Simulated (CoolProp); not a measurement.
R227EA along the isotherm 201.85 °C: fugacity coefficient from the reference equation and from simpler models built on Tc = 101.8 °C, pc = 29.25 bar, ω = 0.358; each cubic takes its own stable root.

Values from CoolProp's reference Helmholtz-energy equation of state, Lemmon 2016.

```
p (bar)          phase  reference
-------  -------------  ---------
24.4               gas     0.8871
48.8     supercritical     0.7873
73.1     supercritical     0.7043
97.5     supercritical     0.6420
122      supercritical     0.5989
146      supercritical     0.5711
171      supercritical     0.5528
195      supercritical     0.5428
219      supercritical     0.5382
244      supercritical     0.5381
268      supercritical     0.5416
293      supercritical     0.5484
```

Q: How far does each simpler model (van der Waals, Soave-Redlich-Kwong, Peng-Robinson) lie from the reference over these 12 states: mean and median of the absolute difference, and the worst?

A: 
- van der Waals: mean 6.4 %, median 6.5 %, worst -11.2 % at 201.85 °C and 97.5 bar
- Soave-Redlich-Kwong: mean 8.5 %, median 9.6 %, worst +13.6 % at 201.85 °C and 293 bar
- Peng-Robinson: mean 1.2 %, median 1.2 %, worst -2.1 % at 201.85 °C and 293 bar
